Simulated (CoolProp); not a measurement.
Vapour-liquid equilibrium of toluene (1) + p-xylene (2) at 413.6 K; x and y are mole fractions of (1).

Computed with CoolProp (multi-fluid Helmholtz-energy mixture model, Lemmon 2006 and Zhou 2012; pair parameters Bell 2016).

```json
[
 {"x": "0.05", "bubble pressure (kPa)": "112.8", "y at the bubble point": "0.095", "dew pressure at overall composition x (kPa)": "110.1", "liquid density (mol/L)": "7.120"},
 {"x": "0.2", "bubble pressure (kPa)": "129.9", "y at the bubble point": "0.333", "dew pressure at overall composition x (kPa)": "119.8", "liquid density (mol/L)": "7.262"},
 {"x": "0.35", "bubble pressure (kPa)": "___", "y at the bubble point": "0.517", "dew pressure at overall composition x (kPa)": "131.3", "liquid density (mol/L)": "7.409"},
 {"x": "0.5", "bubble pressure (kPa)": "164.2", "y at the bubble point": "0.664", "dew pressure at overall composition x (kPa)": "___", "liquid density (mol/L)": "7.561"},
 {"x": "0.65", "bubble pressure (kPa)": "181.2", "y at the bubble point": "0.784", "dew pressure at overall composition x (kPa)": "___", "liquid density (mol/L)": "7.719"},
 {"x": "0.8", "bubble pressure (kPa)": "198.1", "y at the bubble point": "0.885", "dew pressure at overall composition x (kPa)": "183.7", "liquid density (mol/L)": "7.883"},
 {"x": "0.95", "bubble pressure (kPa)": "214.9", "y at the bubble point": "0.973", "dew pressure at overall composition x (kPa)": "210.3", "liquid density (mol/L)": "8.054"}
]
```

What belongs in the gaps?


- 0.35, bubble pressure (kPa): 147.0
- 0.5, dew pressure at overall composition x (kPa): 145.3
- 0.65, dew pressure at overall composition x (kPa): 162.4

No azeotrope shows between x = 0.05 and 0.95.

Pair parameters are fitted to limited data, so mixtures are less certain than the pure fluids.
